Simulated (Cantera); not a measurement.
An isothermal, constant-pressure homogeneous reactor starts with N₂O : O₂ : H₂O = 1 : 0.15 : 0.0057 (molar parts), at 1000 K and 1.01 bar.

Cantera simulation using GRI-Mech 3.0 (53 species, 325 reactions); the numbers are that mechanism's predictions, not measurements. GRI-Mech 3.0 was tuned for natural gas; its chemistry of N2O as a main component is partial and can be far from experiment. The mechanism lacks the step 2 NO + O2 → 2 NO2, which can matter for NO2 below about 1400 K. The temperature is held fixed by assumption; the heat of reaction is taken as removed at once.

x: mole fraction; the columns are a selection and need not sum to one.

```
t (s)     x N₂O   x O₂     x NO₂      x NO      x O      x N₂
--------  -----  -----  --------  --------  -------  --------
0.000600  0.865  0.130  2.13e-12   1.25e-7  4.01e-8   3.11e-6
0.00206   0.865  0.130  1.06e-10   4.37e-7  4.01e-8   1.08e-5
0.00708   0.865  0.130         ?   1.50e-6  4.01e-8   3.72e-5
0.0243    0.865  0.130         ?   4.91e-6  4.00e-8  0.000128
0.0836    0.865  0.130         ?   1.41e-5  3.99e-8  0.000443
0.287     0.863  0.130         ?   4.13e-5  3.94e-8   0.00153
0.986     0.858  0.132         ?  0.000142  3.81e-8   0.00522
3.39      0.840  0.137         ?  0.000550  3.63e-8    0.0175
11.6      0.782  0.154         ?   0.00193  3.42e-8    0.0569
40.0      0.625  0.200         ?   0.00556  2.99e-8     0.165
```

Q: What belongs in the gaps?

A: 
- 0.00708, x NO₂: 7.37e-9
- 0.0243, x NO₂: 2.88e-7
- 0.0836, x NO₂: 3.70e-6
- 0.287, x NO₂: 1.95e-5
- 0.986, x NO₂: 6.26e-5
- 3.39, x NO₂: 0.000116
- 11.6, x NO₂: 0.000159
- 40.0, x NO₂: 0.000210
